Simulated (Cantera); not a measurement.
A Cantera script and what it prints.

```python
import numpy as np
import cantera as ct

gas_names = [...]  # 116 gases of nasa_gas.yaml made of C, H, Mg, O
cond_names = """
    C(gr) C6H6(L) C7H8(L) C8H18(L),n-octa H2O(s) H2O(L) Mg(cr) Mg(L) MgCO3(s) MgO(s) MgO(L) MgO2H2(s)
""".split()


# ... load() reads the species with a 1 bar reference pressure and builds the phases ...
atoms = {
    'MgO': {'Mg': 1, 'O': 1},
    'CO': {'C': 1, 'O': 1},
    'H2': {'H': 2},
}
top_T = {'C(gr)': 4500}  # K; cautious upper limits of use, not melting points


# ... equilibrate(T, P, feed) seeds the gas with the atoms and calls Mixture.equilibrate('TP', solver="gibbs", rtol=1e-10, max_steps=50000) ...
results = []
feed = {'MgO': 1, 'CO': 14, 'H2': 7.5}  # mol
P = 2700  # Pa
for T in [875, 925, 975, 1025, 1075, 1125, 1175, 1225, 1275, 1325]:
    mix = equilibrate(T, P, feed)
    results.append((T, P, feed, dict(zip(mix.species_names, mix.species_moles))))

top = {s: max(r[3][s] / sum(r[3][g] for g in gas_names) for r in results) for s in gas_names}
cols = sorted((s for s in top if top[s] > 0.001), key=lambda s: -top[s])[:6]
seen = [c for c in cond_names if any(r[3].get(c, 0) > 1e-12 for r in results)]
print("log10 of partial pressures in bar; condensed amounts in mol")
print(f"{'T/K':>10s}" + "".join(f"{s[:9]:>10s}" for s in cols + seen))
for T, P, feed, n in results:
    ng = sum(n[g] for g in gas_names)
    print(f"{T:10.4g}" + "".join(f"{np.log10(max(n[s] / ng * P / 1e5, 1e-99)):10.3f}" for s in cols)
          + "".join(f"{n.get(c, 0):10.4g}" for c in seen))
```

It prints:

```
log10 of partial pressures in bar; condensed amounts in mol
       T/K        CO        H2       CO2       H2O       CH4     C(gr)    MgO(s)
       875    -1.842    -2.011    -2.652    -3.242    -4.381     1.989         1
       925    -1.785    -2.022    -3.091    -3.634    -4.687    0.7832         1
       975    -1.765    -2.025    -3.548    -4.012    -4.951      0.29         1
      1025    -1.759    -2.026    -3.981    -4.361    -5.186    0.1121         1
      1075    -1.756    -2.026    -4.380    -4.681    -5.398   0.04652         1
      1125    -1.756    -2.026    -4.744    -4.974    -5.592   0.02075         1
      1175    -1.755    -2.026    -5.078    -5.242    -5.770  0.009865         1
      1225    -1.755    -2.026    -5.383    -5.488    -5.934  0.004953         1
      1275    -1.755    -2.026    -5.664    -5.714    -6.085  0.002597         1
      1325    -1.755    -2.026    -5.923    -5.924    -6.225  0.001375         1
```

Method: chemical equilibrium by Gibbs-energy minimisation in Cantera with the NASA 1993 tables (ideal gas, pure condensed phases).
